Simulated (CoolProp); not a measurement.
Computed with CoolProp (reference Helmholtz-energy equation of state, Lemmon 2006). It is a short technical equation, of lower accuracy than the large ones.

Question: For isopentane, give the phase and the Joule-Thomson coefficient (K/MPa) at 44.65 °C and 1.01 bar; 99.75 °C and 1.01 bar.

Answer: 
- 44.65 °C and 1.01 bar: gas; Joule-Thomson coefficient 26.1
- 99.75 °C and 1.01 bar: gas; Joule-Thomson coefficient 14.8
